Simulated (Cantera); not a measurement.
# Thermodynamics of abatement and gas-phase synthesis, feed SF₆ + H₂ + N₂

Feed: 1 mol SF₆, 0.11 mol H₂, 0.17 mol N₂, at 0.200 bar.

Method: chemical equilibrium by Gibbs-energy minimisation in Cantera with the NASA 1993 tables (ideal gas, pure condensed phases). Candidate condensed phases: S; 61 gas species. Ions and electrons are included (thermal ionisation). The tables' values for S₂F₂ (SSF₂) are old estimates; treat these amounts as uncertain. Kinetics and transport are ignored.

| T (°C) | log p F | log p S | log p HF | log p H | log p N₂ | log p S₂ | log p SF |
|---|---|---|---|---|---|---|---|
| 2727 | -0.79 | -1.79 | -2.19 | -5.22 | -2.31 | -2.38 | -2.40 |
| 3227 | -0.79 | -1.59 | -2.22 | -3.76 | -2.32 | -3.08 | -3.10 |
| 3727 | -0.79 | -1.57 | -2.36 | -2.78 | -2.33 | -3.85 | -3.75 |
| 4227 | -0.79 | -1.57 | -2.81 | -2.35 | -2.36 | -4.49 | -4.28 |
| 4727 | -0.79 | -1.57 | -3.41 | -2.26 | -2.44 | -5.01 | -4.71 |
log p: log10 of the partial pressure in bar; nothing condenses.

From 2727 °C to 4727 °C nothing is condensed.
